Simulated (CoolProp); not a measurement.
Values from CoolProp's reference Helmholtz-energy equation of state, Thol 2017.

### Question
For octamethyltrisiloxane (MDM), give the phase and the speed of sound (m/s) at 271.85 °C and 0.026 MPa; 268.75 °C and 6.07 MPa.

### Answer
- 271.85 °C and 0.026 MPa: gas; speed of sound 139
- 268.75 °C and 6.07 MPa: liquid; speed of sound 346
